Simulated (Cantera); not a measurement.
SiH4 + H2 (silicon epitaxy and polysilicon growth)

A closed system holds: 1 mol SiH4, 420 mol H2, at 0.100 bar.

Equilibrium computed with Cantera from the NASA thermochemical tables; the gas is ideal and each condensed phase is pure. Candidate condensed phases: Si; 9 gas species. Gases not in the tables: Si2H6 and higher silanes. Rates play no part.

```tsv
T (°C)	log p H2	log p H	log p SiH2	log p Si	log p SiH	log p SiH4	log p Si2	log p SiH3	n Si(s)	n Si(l)
577	-1.00	-11.19	<-13	<-13	<-13	-8.60	<-13	<-13	1.000	0
652	-1.00	-10.08	-12.05	<-13	<-13	-8.48	<-13	<-13	1.000	0
727	-1.00	-9.14	-11.03	<-13	<-13	-8.39	<-13	-12.83	1.000	0
802	-1.00	-8.33	-10.15	<-13	<-13	-8.30	<-13	-12.11	1.000	0
877	-1.00	-7.63	-9.38	-12.70	-11.88	-8.23	<-13	-11.47	1.000	0
952	-1.00	-7.01	-8.71	-11.46	-10.85	-8.17	<-13	-10.92	1.000	0
1027	-1.00	-6.46	-8.12	-10.36	-9.94	-8.11	<-13	-10.43	1.000	0
1102	-1.00	-5.97	-7.59	-9.39	-9.14	-8.06	-12.70	-9.99	1.000	0
1177	-1.00	-5.52	-7.11	-8.51	-8.41	-8.02	-11.57	-9.60	1.000	0
1252	-1.00	-5.13	-6.69	-7.72	-7.76	-7.98	-10.54	-9.25	0.999	0
1327	-1.00	-4.76	-6.30	-7.01	-7.17	-7.94	-9.61	-8.93	0.997	0
1402	-1.00	-4.44	-5.95	-6.36	-6.64	-7.90	-8.77	-8.64	0.992	0
1477	-1.00	-4.13	-5.68	-5.82	-6.20	-7.93	-8.11	-8.43	0	0.982
```
log p: log10 of the partial pressure in bar; n: condensed amount in mol.

From 577 °C to 1402 °C the condensed part is Si(s). At 1477 °C the condensed part is Si(l). The main Si-bearing gas is SiH4 at 577 °C and SiH2 at 1477 °C.
